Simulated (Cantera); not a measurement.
**Pyrogenic steam for wet oxidation**

A perfectly stirred reactor is fed with 19.4 % H₂, 13.9 % O₂, 66.7 % N₂, equivalence ratio 0.70, at 0.130 bar; it is held at 1073 K, and followed from long to short residence time.

Cantera simulation using the H2/O2 subset of GRI-Mech 3.0, which has no nitrogen chemistry; the numbers are that mechanism's predictions, not measurements. The temperature is held fixed by assumption; the heat of reaction is taken as removed at once.

| τ (s) | x H₂ | x O₂ | x HO₂ | x OH | x O |
|---|---|---|---|---|---|
| 2.3 | 0.000394 | 0.0463 | 4.60e-6 | 0.000160 | 4.80e-5 |
| 0.85 | 0.000748 | 0.0464 | 6.18e-6 | 0.000227 | 9.48e-5 |
| 0.31 | 0.00141 | 0.0467 | 7.64e-6 | 0.000324 | 0.000186 |
| 0.12 | 0.00253 | 0.0472 | 8.78e-6 | 0.000457 | 0.000345 |
| 0.043 | 0.00465 | 0.0482 | 9.76e-6 | 0.000663 | 0.000658 |
| 0.016 | 0.00821 | 0.0500 | 1.05e-5 | 0.000945 | 0.00120 |
| 0.0058 | 0.0144 | 0.0534 | 1.13e-5 | 0.00133 | 0.00213 |
| 0.0021 | 0.0244 | 0.0595 | 1.20e-5 | 0.00182 | 0.00360 |
| 0.00078 | 0.0398 | 0.0688 | 1.27e-5 | 0.00231 | 0.00544 |
| 0.00029 | 0.0648 | 0.0827 | 1.31e-5 | 0.00264 | 0.00679 |
x: mole fraction; the columns are a selection and need not sum to one.
